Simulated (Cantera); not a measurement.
A perfectly stirred reactor is fed with CH4 : C2H6 : O2 : N2 = 1 : 0.088 : 3.61 : 39.7 (molar parts), at 1.01 bar; it is adiabatic with a 548 K inlet, and is followed from long to short residence time, starting on the burning branch (τ in s: 0.23, 0.095, 0.039, 0.016, 0.0065, 0.0026, 0.0011, 0.00044, 0.00018, 7.3e-05, 3e-05, 1.2e-05, 4.9e-06).

Model: GRI-Mech 3.0 (53 species, 325 reactions), integrated in Cantera.

Problem. What does this change do: CH4 1 to 1.5 parts?

Solution. 
```json
[
 {"quantity": "state", "before": "not burning at any residence time tried", "after": "not reached"},
 {"quantity": "x(CH4) at τ = 0.230 s", "before": "0.0225", "after": "1.84e-5"},
 {"quantity": "x(C2H6) at τ = 0.230 s", "before": "0.00198", "after": "2.76e-7"},
 {"quantity": "x(O2) at τ = 0.230 s", "before": "0.0813", "after": "0.00705"},
 {"quantity": "x(CH3) at τ = 0.230 s", "before": "<1e-12", "after": "2.37e-6"},
 {"quantity": "x(NO2) at τ = 0.230 s", "before": "<1e-12", "after": "5.80e-9"},
 {"quantity": "x(CH4) at τ = 1.10 ms", "before": "0.0225", "after": "0.0334"},
 {"quantity": "x(C2H6) at τ = 1.10 ms", "before": "0.00198", "after": "0.00196"},
 {"quantity": "x(O2) at τ = 1.10 ms", "before": "0.0813", "after": "0.0804"},
 {"quantity": "x(CH3) at τ = 1.10 ms", "before": "<1e-12", "after": "<1e-12"},
 {"quantity": "x(NO2) at τ = 1.10 ms", "before": "<1e-12", "after": "<1e-12"},
 {"quantity": "blow-out, bracketed by the residence times tried", "before": "not reached", "after": "burning at 6.50 ms, out at 2.60 ms"}
]
```
